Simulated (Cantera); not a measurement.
A closed system holds: 1 mol CH3OH, 3 mol H2O, 29 mol H2, equilibrated at 775 °C and 10000 Pa.

Cantera equilibrium calculation (NASA polynomials, part measured and part estimated; ideal gas, pure solids and liquids). Rates play no part.

```tsv
species	before	after
H2	0.889	0.916
CO	0.0257	0.0551
H2O	0.0829	0.0268
CH4	2.37e-5	0.000172
CO2	0.00284	0.00191
```
Gas species are given as mole fractions.

Q: What was changed between the two runs?
A) CH3OH replaced by C2H2
B) temperature from 775 °C to 1300 °C
C) H2 from 29 to 5.1 mol
D) H2O from 3 to 0.47 mol

A: A, CH3OH replaced by C2H2
